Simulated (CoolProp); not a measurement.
Properties of n-hexane along the isotherm 242.85 °C.

Computed with CoolProp (reference Helmholtz-energy equation of state, Thol 2019).

```
p (kPa)  phase       Z  cp (kJ/(kg K))  speed of sound (m/s)  expansivity (1/kK)  conductivity (mW/(m K))
-------  -----  ------  --------------  --------------------  ------------------  -----------------------
109        gas  0.9881           2.607                 224.9               2.020                     37.5
217        gas  0.9760           2.617                 222.4               2.107                     37.5
326        gas  0.9637           2.628                 219.8               2.201                     37.4
435        gas  0.9512           2.639                 217.2               2.301                     37.4
544        gas  0.9384           2.652                 214.5               2.409                     37.4
652        gas  0.9256           2.664                 211.7               2.524                     37.4
761        gas  0.9124           2.678                 208.9               2.650                     37.4
870        gas  0.8989           2.693                 206.0               2.785                     37.5
978        gas  0.8853           2.710                 203.1               2.932                     37.5
1090       gas  0.8708             [?]                   [?]               3.098                     37.6
1200       gas  0.8563           2.747                 196.8                 [?]                     37.7
1300       gas  0.8428           2.767                 193.8               3.455                      [?]
1410       gas  0.8276           2.790                 190.4               3.671                     38.0
1520       gas  0.8120           2.816                 187.0               3.912                     38.2
```

Task: What belongs in the gaps?

Result: 
- 1090, cp (kJ/(kg K)): 2.728
- 1090, speed of sound (m/s): 199.9
- 1200, expansivity (1/kK): 3.276
- 1300, conductivity (mW/(m K)): 37.9

Thermal conductivity comes from a separate model (Assael 2013).
